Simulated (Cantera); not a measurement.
A freely propagating, adiabatic, planar premixed flame of H₂ : O₂ : N₂ : H₂O = 1 : 0.962 : 3.37 : 0.95 (molar parts), equivalence ratio 0.52, unburnt at 625 K and 9.87 atm; mixture-averaged transport, grid criteria slope 0.08 and curve 0.16, no radiation.

Computed with Cantera and the H2/O2 subset of GRI-Mech 3.0, which has no nitrogen chemistry. The hydrogen kinetics of GRI-Mech 3.0 are dated; newer H2 mechanisms differ, most at raised pressure. Burning velocities carry a grid error of a few per cent, more on coarse grids. Lean hydrogen flames are cellular in practice and burn faster than this planar one.

Task: Predict: laminar burning velocity; thermal thickness; peak x(H); peak x(HO₂); peak x(O).

Result: 
```json
{
 "laminar_burning_velocity": "22.0 cm/s",
 "thermal_thickness": "0.139 mm",
 "peak x(H)": "9.45e-5",
 "peak x(HO₂)": "0.000383",
 "peak x(O)": "0.000124"
}
```
